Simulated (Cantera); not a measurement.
Thermodynamics of calcination and drying, feed Mg(OH)2 + H2O + O2

A closed system holds: 1 mol Mg(OH)2, 0.041 mol H2O, 2 mol O2, at 1275 K and 0.133 bar.

Equilibrium computed with Cantera from the NASA thermochemical tables; the gas is ideal and each condensed phase is pure. Candidate condensed phases: H2O, Mg, MgO, Mg(OH)2; 15 gas species. The numbers say what is thermodynamically allowed, not how fast it happens.

```json
{
 "x(O2)": "0.658",
 "x(H2O)": "0.342",
 "x(OH)": "3.18e-5",
 "n(MgO(s))": "1.00 mol",
 "gas_amount": "3.041 mol",
 "log10 activity of Mg(l) (absent)": "-18.37"
}
```
